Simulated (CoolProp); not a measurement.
Nitrogen at several states: density (kg/m³) from the reference equation and from simpler models built on Tc = 126.2 K, pc = 33.96 bar, ω = 0.037; each cubic takes its own stable root.

Computed with CoolProp (reference Helmholtz-energy equation of state, Span 2000).

| T (K) | p (bar) | phase | reference |
|---|---|---|---|
| 704.8 | 58.4 | supercritical | 27.25 |
| 677.2 | 2.87 | gas | 1.426 |
| 558.2 | 81.2 | supercritical | 47.29 |
| 328.9 | 185 | supercritical | 178.2 |
| 714.9 | 3.12 | gas | 1.469 |

Task: How far does each simpler model (ideal gas, Redlich-Kwong, Soave-Redlich-Kwong, Peng-Robinson) lie from the reference over these 5 states: mean and median of the absolute difference, and the worst?

Result: 
- ideal gas: mean 2.5 %, median 2.5 %, worst +6.3 % at 328.9 K and 185 bar
- Redlich-Kwong: mean 0.9 %, median 0.7 %, worst +2.5 % at 328.9 K and 185 bar
- Soave-Redlich-Kwong: mean 0.4 %, median 0.1 %, worst -1.5 % at 328.9 K and 185 bar
- Peng-Robinson: mean 0.7 %, median 0.4 %, worst +2.5 % at 328.9 K and 185 bar
